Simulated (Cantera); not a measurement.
A closed system holds: 1 mol Pb, 9.9 mol H₂O, 2.6 mol N₂, at 1523 K and 0.390 bar.

These are equilibrium values from Cantera (NASA tables, ideal gas, pure condensed phases), not measurements of a reactor. Candidate condensed phases: H₂O, Pb, PbO, PbO₂, Pb₃O₄; 27 gas species. Gases not in the tables: (PbO)n polymers. Kinetics and transport are ignored.

Base state: H₂O 0.729, N₂ 0.193, Pb 0.0693, H₂ 0.00474, PbO 0.00473, Pb₂ 2.97e-5, OH 1.21e-5 (mole fractions); condensed: gas only.

Problem. What changes in the equilibrium state with this change: pressure from 0.390 bar to 1.00 bar?

Solution. 
```json
[
 {"species": "H₂O", "before": "0.729", "after": "0.762"},
 {"species": "N₂", "before": "0.193", "after": "0.201"},
 {"species": "Pb", "before": "0.0693", "after": "0.0306"},
 {"species": "Pb₂", "before": "2.97e-5", "after": "1.48e-5"},
 {"species": "PbO", "before": "0.00473", "after": "0.00321"},
 {"species": "H₂", "before": "0.00474", "after": "0.00322"},
 {"species": "Pb(l), mol", "before": "0", "after": "0.563"}
]
```

Problem. What changes in the equilibrium state with this change: H₂O from 9.9 to 0.034 mol?

Solution. 
```
species      before     after
----------  -------  --------
N₂            0.193     0.909
Pb           0.0693    0.0783
H₂O           0.729    0.0113
OH          1.21e-5   5.13e-7
H₂          0.00474  0.000626
PbO         0.00473  0.000626
Pb(l), mol        0     0.774
```
